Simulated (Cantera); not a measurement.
An isothermal, constant-pressure homogeneous reactor starts with N2O : H2 : N2 = 1 : 0.012 : 0.75 (molar parts), at 1400 K and 20.0 Torr. Integrator tolerance rtol = 1e-08.

Detailed kinetics in Cantera: GRI-Mech 3.0 (53 species, 325 reactions). GRI-Mech 3.0 was tuned for natural gas; its chemistry of N2O as a main component is partial and can be far from experiment. Radical loss at walls, strong at low pressure, is not modelled. The temperature is held fixed by assumption; the heat of reaction is taken as removed at once.

### Question
What does this change do: temperature 1400 to 1100 K?

### Answer
| quantity | before | after |
|---|---|---|
| x(N2O) at 9.00 s | 0.0104 (gas-phase equilibrium 7.58e-9) | 0.547 (gas-phase equilibrium 1.05e-9) |
| x(H2) at 9.00 s | 2.32e-7 (gas-phase equilibrium 3.16e-8) | 5.75e-8 (gas-phase equilibrium 9.24e-11) |
| x(N2) at 9.00 s | 0.732 (gas-phase equilibrium 0.775) | 0.441 (gas-phase equilibrium 0.776) |
| x(O) at 9.00 s | 1.75e-5 (gas-phase equilibrium 2.73e-6) | 3.18e-7 (gas-phase equilibrium 7.20e-9) |
| x(H2O) at 9.00 s | 0.00532 (gas-phase equilibrium 0.00531) | 0.00677 (gas-phase equilibrium 0.00532) |
| x(OH) at 9.00 s | 4.51e-5 (gas-phase equilibrium 1.78e-5) | 2.20e-6 (gas-phase equilibrium 3.93e-7) |
The mechanism lacks the step 2 NO + O2 → 2 NO2, which can matter for NO2 below about 1400 K.

### Question
What does this change do: temperature 1400 to 1150 K?

### Answer
| quantity | before | after |
|---|---|---|
| x(N2O) at 9.00 s | 0.0104 (gas-phase equilibrium 7.58e-9) | 0.522 (gas-phase equilibrium 1.57e-9) |
| x(H2) at 9.00 s | 2.32e-7 (gas-phase equilibrium 3.16e-8) | 5.84e-9 (gas-phase equilibrium 3.01e-10) |
| x(N2) at 9.00 s | 0.732 (gas-phase equilibrium 0.775) | 0.455 (gas-phase equilibrium 0.776) |
| x(O) at 9.00 s | 1.75e-5 (gas-phase equilibrium 2.73e-6) | 7.65e-7 (gas-phase equilibrium 2.40e-8) |
| x(H2O) at 9.00 s | 0.00532 (gas-phase equilibrium 0.00531) | 0.00670 (gas-phase equilibrium 0.00532) |
| x(OH) at 9.00 s | 4.51e-5 (gas-phase equilibrium 1.78e-5) | 4.70e-6 (gas-phase equilibrium 8.52e-7) |
The mechanism lacks the step 2 NO + O2 → 2 NO2, which can matter for NO2 below about 1400 K.
